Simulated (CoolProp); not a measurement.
Vapour-liquid equilibrium of R22 (1) + c-C4F8 (RC318) (2) at 68.95 °C; x and y are mole fractions of (1).

The numbers come from the multi-fluid Helmholtz-energy mixture model, Kamei 1995 and Platzer 1990; pair parameters Bell 2016 in CoolProp. This equation is an older, rougher fit; its heat capacities, sound speeds and derivatives of the liquid may be far off and weren't checked against measurements.

Question: Give the bubble pressure and the first vapour's composition at x = 0.2, 0.425, 0.8. Is there an azeotrope?

Answer: x = 0.2: 13.80 bar, y = 0.355; x = 0.425: 19.65 bar, y = 0.635; x = 0.8: 27.15 bar, y = 0.863. No azeotrope shows between x = 0.05 and 0.95.

The pair parameters rest on a limited set of measurements; away from them the model extrapolates. The gap from Raoult's law changes sign with composition, which may be real or a fault of the pair parameters; it wasn't checked against measurements.
